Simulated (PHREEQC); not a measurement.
## Brine: an equilibrium model

Solution (25 °C): 0.94 mol/kgw KOH, 0.0087 mol/kgw K2SO4 and 3 mol/kgw LiCl. Closed to the air; pH follows from the charge balance.

Computed with PHREEQC (Pitzer model, pitzer.dat).

```yaml
pH: 13.38
ionic_strength: 3.97 mol/kgw
activity_of_water: 0.843
density: 1.099 g/cm³
osmotic_coefficient: 1.199
total_alkalinity: 940 meq/kg
```

| species | molality | activity | log γ |
|---|---|---|---|
| Cl- | 3.00 | 1.73 | -0.239 |
| Li+ | 3.00 | 6.24 | 0.318 |
| K+ | 0.957 | 1.24 | 0.113 |
| OH- | 0.940 | 0.203 | -0.666 |
| SO4-2 | 0.00870 | 0.000119 | -1.863 |

Precipitation was switched off in this run. In brines, pH and single-ion activities rest on the MacInnes convention.
